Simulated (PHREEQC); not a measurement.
# Hard or scaling water: an equilibrium model

Dissolve 0.99 mmol/kgw SrCl2, 1.1 mmol/kgw CO2 and 0.52 mmol/kgw H4SiO4 at 80 °C. Closed to the air; pH follows from the charge balance.

Model: ion-association model, wateq4f.dat, run in PHREEQC.

Precipitation was switched off in this run.

Q: Predict the pH.

A: pH 4.64.

Q: In which forms is C present?

A: CO2 98 %, HCO3- 2.1 % of the C.

Away from 25 °C the constants follow the database's enthalpies or fits; those with neither stay at their 25 °C values.
